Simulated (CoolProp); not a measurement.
Vapour-liquid equilibrium of fluoroethane (R161) (1) + R134a (2) at 4.55 bar; x and y are mole fractions of (1).

Model: multi-fluid Helmholtz-energy mixture model, Wu 2012 and Tillner-Roth 1994; pair parameters Bell 2016, in CoolProp.

```json
[
 {"x": "0.05", "bubble temperature, mixture model (°C)": "12.4", "bubble temperature, Raoult's law (°C)": "12.2", "y, mixture model": "0.062", "y, Raoult's law": "0.070"},
 {"x": "0.125", "bubble temperature, mixture model (°C)": "11.7", "bubble temperature, Raoult's law (°C)": "11.2", "y, mixture model": "0.154", "y, Raoult's law": "0.171"},
 {"x": "0.2", "bubble temperature, mixture model (°C)": "10.9", "bubble temperature, Raoult's law (°C)": "10.2", "y, mixture model": "0.244", "y, Raoult's law": "0.265"},
 {"x": "0.275", "bubble temperature, mixture model (°C)": "10.2", "bubble temperature, Raoult's law (°C)": "9.3", "y, mixture model": "0.332", "y, Raoult's law": "0.355"},
 {"x": "0.35", "bubble temperature, mixture model (°C)": "9.4", "bubble temperature, Raoult's law (°C)": "8.4", "y, mixture model": "0.418", "y, Raoult's law": "0.439"},
 {"x": "0.425", "bubble temperature, mixture model (°C)": "8.5", "bubble temperature, Raoult's law (°C)": "7.5", "y, mixture model": "0.501", "y, Raoult's law": "0.519"},
 {"x": "0.5", "bubble temperature, mixture model (°C)": "7.6", "bubble temperature, Raoult's law (°C)": "6.6", "y, mixture model": "0.580", "y, Raoult's law": "0.594"},
 {"x": "0.575", "bubble temperature, mixture model (°C)": "6.7", "bubble temperature, Raoult's law (°C)": "5.8", "y, mixture model": "0.656", "y, Raoult's law": "0.665"},
 {"x": "0.65", "bubble temperature, mixture model (°C)": "5.8", "bubble temperature, Raoult's law (°C)": "4.9", "y, mixture model": "0.728", "y, Raoult's law": "0.732"},
 {"x": "0.725", "bubble temperature, mixture model (°C)": "4.8", "bubble temperature, Raoult's law (°C)": "4.1", "y, mixture model": "0.795", "y, Raoult's law": "0.795"},
 {"x": "0.8", "bubble temperature, mixture model (°C)": "3.9", "bubble temperature, Raoult's law (°C)": "3.3", "y, mixture model": "0.857", "y, Raoult's law": "0.855"},
 {"x": "0.875", "bubble temperature, mixture model (°C)": "2.9", "bubble temperature, Raoult's law (°C)": "2.5", "y, mixture model": "0.915", "y, Raoult's law": "0.912"},
 {"x": "0.95", "bubble temperature, mixture model (°C)": "1.9", "bubble temperature, Raoult's law (°C)": "1.7", "y, mixture model": "0.968", "y, Raoult's law": "0.966"}
]
```

The largest gap from Raoult's law is +1.0 K in bubble temperature, at x = 0.425. No azeotrope shows between x = 0.05 and 0.95.

Pair parameters are fitted to limited data, so mixtures are less certain than the pure fluids.
